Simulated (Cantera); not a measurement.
Input: 1 mol MgO, 1.3 mol CH₄, 4.2 mol H₂, equilibrated at 0.100 bar.

Equilibrium computed with Cantera from the NASA thermochemical tables; the gas is ideal and each condensed phase is pure. Candidate condensed phases: C, C₆H₆, C₇H₈, C₈H₁₈, H₂O, Mg, MgCO₃, MgO, Mg(OH)₂; 116 gas species. Rates play no part.

**Question.** Which condensed phases are stable at each of these points (T (°C)): 827, 927, 1027, 1127, 1227, 1327, 1427, 1527, 1627, 1727, 1827, 1927, 2027, 2127?

**Answer.** 
| T (°C) | condensed phases | Mg condensed (%) |
|---|---|---|
| 827 | C(graphite) + MgO(s) | 100.0 |
| 927 | C(graphite) + MgO(s) | 100.0 |
| 1027 | C(graphite) + MgO(s) | 99.9 |
| 1127 | C(graphite) + MgO(s) | 99.1 |
| 1227 | C(graphite) + MgO(s) | 94.7 |
| 1327 | C(graphite) + MgO(s) | 73.6 |
| 1427 | C(graphite) | 0.0 |
| 1527 | C(graphite) | 0.0 |
| 1627 | C(graphite) | 0.0 |
| 1727 | C(graphite) | 0.0 |
| 1827 | C(graphite) | 0.0 |
| 1927 | C(graphite) | 0.0 |
| 2027 | C(graphite) | 0.0 |
| 2127 | C(graphite) | 0.0 |

From 827 °C to 1327 °C the condensed part is C(graphite) + MgO(s). From 1427 °C to 2127 °C the condensed part is C(graphite).
